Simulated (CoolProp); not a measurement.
Vapour-liquid equilibrium of benzene (1) + p-xylene (2) at 1.56 MPa; x and y are mole fractions of (1).

Computed with CoolProp (multi-fluid Helmholtz-energy mixture model, Thol 2012 and Zhou 2012; pair parameters Bell 2016).

### Question
Give the bubble temperature and the first vapour's composition at x = 0.05, 0.2, 0.8. Is there an azeotrope?

### Answer
x = 0.05: 275.8 °C, y = 0.090; x = 0.2: 261.9 °C, y = 0.334; x = 0.8: 216.4 °C, y = 0.906. No azeotrope shows between x = 0.05 and 0.95.

The pair parameters rest on a limited set of measurements; away from them the model extrapolates.
